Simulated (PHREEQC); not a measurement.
A solution holds 0.0014 mol HF, 0.00069 mol NH4HF2 and 0.0083 mol H2SiF6 per kg of water, at 20 °C. Closed to the air; pH follows from the charge balance.

Model: ion-association model, phreeqc.dat, run in PHREEQC.

Problem. The ionic strength comes out as 0.0242 mol/kgw. What activity coefficients do NH4+, F-, HF2-, H+, SiF6-2 get?

Solution. NH4+ 0.85, F- 0.86, HF2- 0.86, H+ 0.88, SiF6-2 0.56.

This is a speciation only: nothing precipitates in the calculation. Saturation is exceeded, for instance for Quartz (slow to form), Chalcedony (slow to form); the values hold only as long as no solid forms. SiF6-2 is the database's only silicon fluoride.
